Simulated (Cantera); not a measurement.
Cantera run:

```python
import numpy as np
import cantera as ct

gas_names = """
    CL CL2 H HCL H2 N NH NH2 NH3 N2 N2H2 N2H4 Si SiCL SiCL2 SiCL3 SiCL4 SiH SiHCL3 SiH2 SiH2CL2 SiH3
    SiH3CL SiH4 SiN Si2 Si2N Si3
""".split()
cond_names = """
    NH4CL(a) NH4CL(b) Si(cr) Si(L) Si3N4(a)
""".split()


# ... load() reads the species with a 1 bar reference pressure and builds the phases ...
atoms = {
    'Si2Cl6': {'Si': 2, 'CL': 6},
    'HCl': {'H': 1, 'CL': 1},
    'N2': {'N': 2},
}
top_T = {'Si3N4(a)': 2400}  # K; cautious upper limits of use, not melting points


# ... equilibrate(T, P, feed) seeds the gas with the atoms and calls Mixture.equilibrate('TP', solver="vcs", rtol=1e-11, max_steps=5000) ...
results = []
feed = {'Si2Cl6': 1, 'HCl': 0.9, 'N2': 31}  # mol
T = 898.15  # K
P = 73000  # Pa
mix = equilibrate(T, P, feed)
results.append((T, P, feed, dict(zip(mix.species_names, mix.species_moles))))
x = sorted(zip(gas.X, gas.species_names), reverse=True)
print(f"T = {T:g} K  P = {P:g} Pa  gas = {mix.phase_moles(0):.4g} mol")
print("   x: " + "  ".join(f"{s} {v:.3e}" for v, s in x if v > 1e-06))
print("   condensed (mol): " + ("  ".join(f"{mix.phase(i).name} {mix.phase_moles(i):.4g}"
      for i in range(1, mix.n_phases) if mix.phase_moles(i) > 1e-12) or "none"))
```

Output:

```
T = 898.15 K  P = 73000 Pa  gas = 33.06 mol
   x: N2 9.283e-01  SiCL4 4.625e-02  HCL 2.371e-02  H2 1.755e-03  SiHCL3 9.544e-06  SiCL3 1.077e-06
   condensed (mol): Si3N4(a) 0.1569
```

Method: chemical equilibrium by Gibbs-energy minimisation in Cantera with the NASA 1993 tables (ideal gas, pure condensed phases). The feed counts by its element totals alone. N2 is the only nitrogen source here; it is nearly inert below about 1500 K, so the nitride shown seldom forms there in practice.
